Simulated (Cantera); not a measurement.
# CH₂F₂ + Si + CH₄ (fluorocarbon and chlorocarbon gases)

Feed: 1 mol CH₂F₂, 0.051 mol Si, 0.02 mol CH₄, at 1.00 bar.

These are equilibrium values from Cantera (NASA tables, ideal gas, pure condensed phases), not measurements of a reactor. Candidate condensed phases: C, C₆H₆, C₇H₈, C₈H₁₈, Si, SiC; 113 gas species. The tables' values for SiF₃, SiF₂ are old estimates; treat these amounts as uncertain. The numbers say what is thermodynamically allowed, not how fast it happens.

From 1225 °C to 1900 °C the condensed part is C(graphite). The main Si-bearing gas is SiF₄ throughout.

```
T (°C)  log p HF  log p H₂  log p SiF₄  log p H  n C(graphite)
------  --------  --------  ----------  -------  -------------
1225       -0.04     -1.15       -1.59    -5.34           1.02
1300       -0.04     -1.15       -1.59    -4.96           1.02
1375       -0.04     -1.15       -1.59    -4.62           1.02
1450       -0.04     -1.15       -1.59    -4.31           1.02
1525       -0.04     -1.15       -1.59    -4.03           1.02
1600       -0.04     -1.15       -1.59    -3.76           1.02
1675       -0.04     -1.15       -1.60    -3.52           1.02
1750       -0.04     -1.15       -1.60    -3.30           1.02
1825       -0.04     -1.15       -1.60    -3.09           1.02
1900       -0.04     -1.16       -1.61    -2.89           1.02
```
log p: log10 of the partial pressure in bar; n: condensed amount in mol.
